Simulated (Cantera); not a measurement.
A closed system holds: 1 mol SiHCl3, 0.31 mol HCl, 31 mol N2, equilibrated at 1500 K and 1400 Pa.

Equilibrium computed with Cantera from the NASA thermochemical tables; the gas is ideal and each condensed phase is pure. Candidate condensed phases: NH4Cl, Si, Si3N4; 28 gas species. The tables' values for SiCl3 are old estimates; treat these amounts as uncertain. Kinetics and transport are ignored.

Base state: N2 0.934, HCl 0.0326, SiCl2 0.0236, SiCl3 0.00389, H2 0.00342, SiCl4 0.00203, Cl 6.70e-5, SiHCl3 2.20e-5 (mole fractions); condensed: Si3N4(s).

Task: What changes in the equilibrium state with this change: temperature from 1500 K to 1523 K?

Result: 
```
species         before    after
-------------  -------  -------
N2               0.934    0.934
HCl             0.0326   0.0327
SiCl2           0.0236   0.0250
SiCl4          0.00203  0.00154
Cl             6.70e-5  8.83e-5
H              8.70e-6  1.13e-5
Si3N4(s), mol  0.00650        0
```
